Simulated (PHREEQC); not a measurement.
**Brine**

Make-up at 72 °C: 3.7 mol/kgw KCl. Closed to the air; pH follows from the charge balance.

Equilibrium calculation in PHREEQC: Pitzer model, pitzer.dat.

No solid was allowed to form.

### Question
Predict the activity of water.

### Answer
activity of water 0.878.

Away from 25 °C the constants follow the database's enthalpies or fits; those with neither stay at their 25 °C values.
